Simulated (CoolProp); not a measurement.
n-pentane along the isotherm 238.6 K: fugacity coefficient from the reference equation and from simpler models built on Tc = 469.7 K, pc = 3.368 MPa, ω = 0.251; each cubic takes its own stable root.

Model: reference Helmholtz-energy equation of state, Thol 2019, in CoolProp.

```
p (MPa)   phase  reference
-------  ------  ---------
1.2      liquid   0.003419
2.41     liquid   0.001816
3.61     liquid   0.001293
4.81     liquid   0.001035
6.01     liquid  0.0008828
7.22     liquid  0.0007838
8.42     liquid  0.0007164
9.62     liquid  0.0006683
10.8     liquid  0.0006337
12       liquid  0.0006078
13.2     liquid  0.0005888
14.4     liquid  0.0005751
15.6     liquid  0.0005656
16.8     liquid  0.0005595
```

How far does each simpler model (Redlich-Kwong, Peng-Robinson) lie from the reference over these 14 states: mean and median of the absolute difference, and the worst?


- Redlich-Kwong: mean 158.5 %, median 158.5 %, worst +171.1 % at 238.6 K and 16.8 MPa
- Peng-Robinson: mean 2.7 %, median 2.7 %, worst +3.6 % at 238.6 K and 1.2 MPa
